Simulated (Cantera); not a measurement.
Feed: 1 mol C2H5OH, 0.11 mol O2, at 2048 K and 1.60 bar.

Equilibrium computed with Cantera from the NASA thermochemical tables; the gas is ideal and each condensed phase is pure. Candidate condensed phases: C, C6H6, C7H8, C8H18, H2O; 110 gas species. Kinetics and transport are ignored.

Base state: H2 0.708, CO 0.289, H 0.00149, C2H2 (acetylene) 0.000743, CH4 0.000301, H2O 3.19e-5, CH3 1.24e-5 (mole fractions); condensed: C(graphite).

Task: What changes in the equilibrium state with this change: temperature from 2048 K to 2598 K?

Result: 
```json
[
 {"species": "H2", "before": "0.708", "after": "0.678"},
 {"species": "CO", "before": "0.289", "after": "0.286"},
 {"species": "H", "before": "0.00149", "after": "0.0248"},
 {"species": "C2H2 (acetylene)", "before": "0.000743", "after": "0.0109"},
 {"species": "C2H", "before": "3.43e-8", "after": "3.50e-5"},
 {"species": "C4H2", "before": "3.14e-7", "after": "7.28e-5"},
 {"species": "C2H2 (vinylidene)", "before": "8.81e-8", "after": "1.17e-5"},
 {"species": "C(graphite), mol", "before": "0.773", "after": "0.684"}
]
```
